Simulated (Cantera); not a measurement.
Charge: 1 mol SiO₂, 4.8 mol HF, 31 mol N₂, held at 602 °C and 8.30 Pa.

Method: chemical equilibrium by Gibbs-energy minimisation in Cantera with the NASA 1993 tables (ideal gas, pure condensed phases). Candidate condensed phases: H₂O, Si, SiO₂, Si₂N₂O, Si₃N₄; 58 gas species. The numbers say what is thermodynamically allowed, not how fast it happens.

Base state: N₂ 0.870, HF 0.116, H₂O 0.00952, SiF₄ 0.00476 (mole fractions); condensed: SiO₂(β-quartz).

Task: What changes in the equilibrium state with this change: pressure from 8.30 Pa to 15.0 mbar?

Result: 
```
species               before   after
-------------------  -------  ------
N₂                     0.870   0.879
HF                     0.116  0.0753
H₂O                  0.00952  0.0304
SiF₄                 0.00476  0.0152
SiO₂(β-quartz), mol    0.830   0.464
```

Task: What changes in the equilibrium state with this change: HF from 4.8 to 8.7 mol?

Result: 
| species | before | after |
|---|---|---|
| N₂ | 0.870 | 0.788 |
| HF | 0.116 | 0.185 |
| H₂O | 0.00952 | 0.0179 |
| SiF₄ | 0.00476 | 0.00893 |
| SiO₂(β-quartz), mol | 0.830 | 0.649 |
